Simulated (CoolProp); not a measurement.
Isopentane at several states: density (kg/m³) from the reference equation and from simpler models built on Tc = 460.3 K, pc = 3.378 MPa, ω = 0.227; each cubic takes its own stable root.

The numbers come from the reference Helmholtz-energy equation of state, Lemmon 2006 in CoolProp. It is a short technical equation, of lower accuracy than the large ones.

```json
[
 {"T (K)": "490.6", "p (MPa)": "6.24", "phase": "supercritical", "reference": "325.0", "van der Waals": "259.6", "Peng-Robinson": "297.3"},
 {"T (K)": "331", "p (MPa)": "0.0134", "phase": "gas", "reference": "0.3527", "van der Waals": "0.3522", "Peng-Robinson": "0.3527"},
 {"T (K)": "194.7", "p (MPa)": "18.2", "phase": "liquid", "reference": "722.6", "van der Waals": "452.0", "Peng-Robinson": "743.9"},
 {"T (K)": "475.1", "p (MPa)": "0.384", "phase": "gas", "reference": "7.275", "van der Waals": "7.246", "Peng-Robinson": "7.304"},
 {"T (K)": "248.8", "p (MPa)": "0.073", "phase": "liquid", "reference": "662.8", "van der Waals": "2.616", "Peng-Robinson": "694.4"}
]
```

At some of these states van der Waals gives the other phase, because its saturation line lies elsewhere.
